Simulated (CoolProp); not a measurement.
Computed with CoolProp (reference Helmholtz-energy equation of state, Thol 2015).

Task: For octamethylcyclotetrasiloxane (D4), give the phase and the Z, cp (kJ/(kg K)) at 616.1 K and 0.306 MPa; 616.1 K and 0.49 MPa.

Result: 
- 616.1 K and 0.306 MPa: gas; Z 0.931, cp 2.05
- 616.1 K and 0.49 MPa: gas; Z 0.886, cp 2.07
